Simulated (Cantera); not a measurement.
## Diamond growth

A diamond (100) surface in a fixed gas of H2 with x(CH4) = 0.012, x(H) = 0.00064, x(CH3) = 0.00013, at 925 K; coverages are run to steady state.

Detailed kinetics in Cantera: the Harris–Goodwin 1993 mechanism for the reconstructed diamond (100) surface.

| P (Pa) | growth (µm/h) | θ c6HH | θ c6H* | θ c6*H | θ c6** | θ c6HM |
|---|---|---|---|---|---|---|
| 710 | 0.220 | 0.585 | 0.0106 | 0.272 | 0.00427 | 0.100 |
| 1300 | 0.441 | 0.577 | 0.0104 | 0.269 | 0.00421 | 0.110 |
| 2200 | 0.782 | 0.572 | 0.0104 | 0.266 | 0.00418 | 0.115 |
| 3900 | 1.43 | 0.569 | 0.0103 | 0.265 | 0.00416 | 0.119 |
| 6900 | 2.58 | 0.567 | 0.0103 | 0.264 | 0.00414 | 0.121 |
| 12000 | 4.53 | 0.566 | 0.0102 | 0.263 | 0.00413 | 0.123 |
| 21000 | 7.98 | 0.565 | 0.0102 | 0.263 | 0.00413 | 0.123 |
| 38000 | 14.5 | 0.565 | 0.0103 | 0.263 | 0.00413 | 0.124 |
θ: site fractions in the mechanism's names (c6HH fully hydrogenated, c6H* and c6*H radical sites, c6** diradical, c6HM methylated).
